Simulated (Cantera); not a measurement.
# MgCO3 + CO2 (calcination and drying)

Input: 1 mol MgCO3, 0.4 mol CO2, equilibrated at 1 atm.

Method: chemical equilibrium by Gibbs-energy minimisation in Cantera with the NASA 1993 tables (ideal gas, pure condensed phases). Candidate condensed phases: C, Mg, MgCO3, MgO; 15 gas species. Kinetics and transport are ignored.

From 475 °C to 1575 °C the condensed part is MgO(s).

```tsv
T (°C)	x CO2	x CO	x O2	x O	x Mg	n MgO(s)
475	1.00	9.35e-11	4.56e-11	<1e-12	<1e-12	1.00
575	1.00	3.33e-9	1.66e-9	<1e-12	<1e-12	1.00
675	1.00	5.60e-8	2.80e-8	<1e-12	<1e-12	1.00
775	1.000	5.48e-7	2.74e-7	<1e-12	<1e-12	1.00
875	1.000	3.59e-6	1.80e-6	1.06e-11	<1e-12	1.00
975	1.000	1.74e-5	8.70e-6	1.95e-10	<1e-12	1.00
1075	1.000	6.65e-5	3.33e-5	2.34e-9	<1e-12	1.00
1175	1.000	0.000211	0.000105	1.99e-8	<1e-12	1.00
1275	0.999	0.000575	0.000288	1.29e-7	<1e-12	1.00
1375	0.998	0.00139	0.000693	6.62e-7	1.39e-11	1.00
1475	0.995	0.00301	0.00150	2.83e-6	2.00e-10	1.00
1575	0.991	0.00600	0.00300	1.03e-5	2.15e-9	1.00
```
x: gas mole fraction; n: condensed amount in mol.
